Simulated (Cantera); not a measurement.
## Ignition delay

Mixture: CH4 : O2 : N2 : H2O = 1 : 3.28 : 20.7 : 4 (molar parts), at 1.00 atm, adiabatic and at constant pressure. Ignition delay is the time to a rise of 400 K.

Model: GRI-Mech 3.0 (53 species, 325 reactions), integrated in Cantera.

| T0 (K) | delay (ms) |
|---|---|
| 1000 | 1450 |
| 1100 | 304 |
| 1200 | 74.4 |
| 1300 | 20.1 |
| 1400 | 5.89 |
| 1500 | 1.90 |
| 1600 | 0.726 |

| Quantity | Result |
|---|---|
| apparent activation energy between 1400 and 1600 K | 190 kJ/mol |
